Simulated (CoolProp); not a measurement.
Properties of octamethylcyclotetrasiloxane (D4) along the isobar 1.57 MPa (Tc = 586.5 K, pc = 1.347 MPa, ω = 0.598).

Computed with CoolProp (reference Helmholtz-energy equation of state, Thol 2015).

| T (K) | phase | Z | cp (kJ/(kg K)) | cv (kJ/(kg K)) | Joule-Thomson coefficient (K/MPa) |
|---|---|---|---|---|---|
| 529.8 | liquid | 0.1634 | 2.211 | 1.898 | 0.4037 |
| 538.8 | liquid | 0.1652 | 2.246 | 1.918 | 0.5588 |
| 547.8 | liquid | 0.1678 | 2.286 | 1.938 | 0.7706 |
| 556.8 | liquid | 0.1713 | 2.337 | 1.957 | 1.077 |
| 565.9 | liquid | 0.1763 | 2.407 | 1.978 | 1.569 |
| 574.9 | liquid | 0.1837 | 2.517 | 1.999 | 2.455 |
| 583.9 | liquid | 0.1969 | 2.759 | 2.022 | 4.575 |
| 592.9 | supercritical | 0.2354 | 4.061 | 2.054 | 14.89 |
| 602 | supercritical | 0.4052 | 3.619 | 2.065 | 27.96 |
| 611 | supercritical | 0.5048 | 2.705 | 2.063 | 20.13 |
| 620 | supercritical | 0.5657 | 2.471 | 2.068 | 15.86 |

The peak of cp marks the crossing from liquid-like to gas-like fluid above the critical point.
